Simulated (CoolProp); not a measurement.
The numbers come from the reference Helmholtz-energy equation of state, Lemmon 2013 in CoolProp.

**Question.** For propylene, give the phase and the cp (kJ/(kg K)), conductivity (mW/(m K)) at 180 K and 101 kPa; 227.4 K and 101 kPa; 235.3 K and 101 kPa.

**Answer.** 
- 180 K and 101 kPa: liquid; cp 2.08, conductivity 164
- 227.4 K and 101 kPa: gas; cp 1.34, conductivity 10.8
- 235.3 K and 101 kPa: gas; cp 1.36, conductivity 11.4

Thermal conductivity comes from a separate model (Huber 2003), an estimate that may be off by 10 % or more.
